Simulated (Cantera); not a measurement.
# Fe2O3 + CH4 + CO (carbothermic reduction)

A closed system holds: 1 mol Fe2O3, 1.9 mol CH4, 1.2 mol CO, at 1.60 mbar.

Equilibrium computed with Cantera from the NASA thermochemical tables; the gas is ideal and each condensed phase is pure. Candidate condensed phases: C, C6H6, C7H8, C8H18, Fe, Fe(CO)5, FeO, Fe(OH)2, Fe(OH)3, Fe2O3, Fe3O4, H2O; 114 gas species. Kinetics and transport are ignored.

From 1300 °C to 1350 °C the condensed part is Fe(γ). From 1400 °C to 1500 °C the condensed part is Fe(δ). From 1550 °C to 1700 °C the condensed part is Fe(l). From 1750 °C to 1850 °C nothing is condensed. The main Fe-bearing gas is Fe throughout.

```
T (°C)   x H2   x CO      x Fe   x H2O       x H   x CO2      x OH     x FeO  n Fe(γ)  n Fe(δ)  n Fe(l)
------  -----  -----  --------  ------  --------  ------  --------  --------  -------  -------  -------
1300    0.430  0.409  0.000411   0.120  0.000667  0.0394   6.71e-6   6.16e-7     2.00        0        0
1350    0.428  0.411   0.00104   0.121   0.00113  0.0376   1.34e-5   1.93e-6     1.99        0        0
1400    0.425  0.412   0.00251   0.123   0.00186  0.0360   2.58e-5   5.63e-6        0     1.98        0
1450    0.421  0.412   0.00570   0.124   0.00296  0.0344   4.76e-5   1.54e-5        0     1.96        0
1500    0.416  0.410    0.0124   0.124   0.00459  0.0329   8.47e-5   3.96e-5        0     1.91        0
1550    0.408  0.405    0.0254   0.123   0.00692  0.0313  0.000145   9.60e-5        0        0     1.82
1600    0.395  0.395    0.0494   0.121    0.0101  0.0295  0.000241  0.000218        0        0     1.64
1650    0.373  0.377    0.0925   0.115    0.0144  0.0272  0.000383  0.000471        0        0     1.29
1700    0.337  0.345     0.168   0.105    0.0196  0.0240  0.000581  0.000978        0        0    0.584
1750    0.310  0.322     0.220  0.0977    0.0264  0.0217  0.000868   0.00146        0        0        0
1800    0.303  0.321     0.219  0.0970    0.0362  0.0212   0.00132   0.00165        0        0        0
1850    0.295  0.319     0.217  0.0957    0.0487  0.0206   0.00195   0.00185        0        0        0
```
x: gas mole fraction; n: condensed amount in mol.
